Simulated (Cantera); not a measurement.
Charge: 1 mol N2O, 0.011 mol SO2, 0.61 mol N2, 0.84 mol H2, held at 602 °C and 0.00120 bar.

Method: chemical equilibrium by Gibbs-energy minimisation in Cantera with the NASA 1993 tables (ideal gas, pure condensed phases). Candidate condensed phases: H2O, H2SO4, S; 35 gas species. The numbers say what is thermodynamically allowed, not how fast it happens.

Base state: N2 0.634, H2O 0.331, O2 0.0314, SO2 0.00409, SO3 0.000243 (mole fractions); condensed: gas only.

### Question
What changes in the equilibrium state with this change: pressure from 0.00120 bar to 77.0 bar?

### Answer
```tsv
species	before	after
N2	0.634	0.636
H2O	0.331	0.330
O2	0.0314	0.0295
SO2	0.00409	0.000187
SO3	0.000243	0.00274
H2SO4	1.96e-9	0.00142
```
The ideal-gas law is rough above about 30 bar.

### Question
What changes in the equilibrium state with this change: pressure from 0.00120 bar to 85.0 bar?

### Answer
| species | before | after |
|---|---|---|
| N2 | 0.634 | 0.636 |
| H2O | 0.331 | 0.330 |
| O2 | 0.0314 | 0.0295 |
| SO2 | 0.00409 | 0.000173 |
| SO3 | 0.000243 | 0.00266 |
| H2SO4 | 1.96e-9 | 0.00152 |
The ideal-gas law is rough above about 30 bar.

### Question
What changes in the equilibrium state with this change: temperature from 602 °C to 2902 °C?

### Answer
| species | before | after |
|---|---|---|
| H | <1e-9 | 0.384 |
| N2 | 0.634 | 0.373 |
| O | <1e-9 | 0.229 |
| H2O | 0.331 | 4.52e-5 |
| O2 | 0.0314 | 0.00158 |
| H2 | <1e-9 | 0.00257 |
| S | <1e-9 | 0.00242 |
| N | <1e-9 | 0.000714 |
| SO3 | 0.000243 | <1e-9 |
| SO | <1e-9 | 0.000138 |
